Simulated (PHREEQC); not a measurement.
A solution holds 0.59 mmol/kgw Li2CO3, at 25 °C. Closed to the air; pH follows from the charge balance.

Model: ion-association model, wateq4f.dat, run in PHREEQC.

Each row changes one thing in this solution. No solid was allowed to form.

```json
[
 {"case": "as made", "pH": "10.39", "ionic strength (mol/kgw)": "0.00151", "CO3-2 (mol/kgw)": "0.000334", "HCO3- (mol/kgw)": "0.000256", "CO2 (mol/kgw)": "2.25e-8"},
 {"case": "temperature from 25 to 60 °C", "pH": "[?]", "ionic strength (mol/kgw)": "0.00134", "CO3-2 (mol/kgw)": "0.000158", "HCO3- (mol/kgw)": "0.000432", "CO2 (mol/kgw)": "1.81e-7"},
 {"case": "temperature from 25 to 90 °C", "pH": "[?]", "ionic strength (mol/kgw)": "0.00124", "CO3-2 (mol/kgw)": "6.05e-5", "HCO3- (mol/kgw)": "0.000529", "CO2 (mol/kgw)": "8.84e-7"},
 {"case": "0.00024 mol/kgw Na2SO4 added", "pH": "10.38", "ionic strength (mol/kgw)": "0.00223", "CO3-2 (mol/kgw)": "0.000334", "HCO3- (mol/kgw)": "0.000254", "CO2 (mol/kgw)": "2.25e-8"},
 {"case": "Li2CO3 replaced by (NH4)2CO3 at the same molality", "pH": "9.17", "ionic strength (mol/kgw)": "0.000688", "CO3-2 (mol/kgw)": "4.18e-5", "HCO3- (mol/kgw)": "0.000547", "CO2 (mol/kgw)": "8.01e-7"},
 {"case": "Li2CO3 from 0.00059 to 0.000118 mol/kgw", "pH": "9.91", "ionic strength (mol/kgw)": "0.000270", "CO3-2 (mol/kgw)": "3.42e-5", "HCO3- (mol/kgw)": "8.38e-5", "CO2 (mol/kgw)": "2.25e-8"}
]
```

**Question.** What belongs in the gaps?

**Answer.** 
- temperature from 25 to 60 °C, pH: 9.65
- temperature from 25 to 90 °C, pH: 9.13

Species that the database lacks are ignored. Away from 25 °C the constants follow the database's enthalpies or fits; those with neither stay at their 25 °C values.
